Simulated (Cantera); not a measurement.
An isothermal, constant-pressure homogeneous reactor starts with 1.45 % H₂, 96.4 % O₂, 2.12 % N₂, equivalence ratio 0.0075, at 1000 K and 27.0 Torr.

Cantera simulation using GRI-Mech 3.0 (53 species, 325 reactions); the numbers are that mechanism's predictions, not measurements. Radical loss at walls, strong at low pressure, is not modelled.

x: mole fraction; the columns are a selection and need not sum to one.

```
t (s)         x H₂   x O₂       x O       x H     x HO₂
--------  --------  -----  --------  --------  --------
0.000500    0.0145  0.964  3.95e-10  1.11e-10  2.00e-10
0.00230     0.0145  0.964   2.01e-7   4.56e-8   1.09e-8
0.0106    0.000283  0.960   0.00364  0.000455   7.32e-6
0.0486     8.45e-6  0.964  0.000350   8.28e-6   1.74e-6
0.224          ___  0.964       ___       ___       ___
1.03       2.52e-8  0.964   1.69e-6   2.87e-9   3.59e-8
4.73           ___  0.964       ___  1.19e-10       ___
21.7      2.98e-10  0.964   3.32e-8  7.86e-12  9.29e-10
100       5.38e-11  0.964   6.37e-9    <1e-12  3.36e-10
```

Complete the blanks.


- 0.224, x H₂: 4.69e-7
- 0.224, x O: 2.21e-5
- 0.224, x H: 1.33e-7
- 0.224, x HO₂: 2.95e-7
- 4.73, x H₂: 2.12e-9
- 4.73, x O: 2.03e-7
- 4.73, x HO₂: 5.02e-9
